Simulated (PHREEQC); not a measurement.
0.3 g of hydrous ferric oxide (600 m²/g; 0.2 weak and 0.005 strong sites per Fe, Dzombak-Morel constants, diffuse double layer) in 1 kg of water with 0.005 mol/kgw of an inert sodium salt and 0.042 mmol/kgw Na2SO4 and 0.0058 mmol/kgw MnCl2, at 25 °C; the pH is set by adding NaOH or the inert anion's acid. No oxygen is let in. No CO2 enters from the air. Nothing may precipitate in this run.

Base run: PHREEQC, ion-association model, wateq4f.dat. Each further column changes one thing. The table gives S sorbed (%).

```
pH     base  no electrostatic term (-no_edl)  background salt from 0.005 to 0.0005 mol/kgw  oxide from 0.3 to 1.5 g/kgw  0.00077 mol/kgw ZnCl2 added
----  -----  -------------------------------  --------------------------------------------  ---------------------------  ---------------------------
4     100.0                              0.1                                         100.0                        100.0                        100.0
5.12   99.4                              0.1                                          99.8                         99.9                         99.2
5.88   92.2                              0.2                                          95.8                         99.1                         92.4
7      20.9                              0.2                                          26.7                         58.3                         68.4
8.12    0.3                              0.2                                           0.3                          1.2                         23.3
8.88    0.0                              0.2                                           0.0                          0.0                          2.8
10      0.0                              0.0                                           0.0                          0.0                          0.0
```

 In at least one series the solution becomes supersaturated in solids that the run did not let form, among them Zn(OH)2-e, Zn4(OH)6SO4, Zn5(OH)8Cl2.
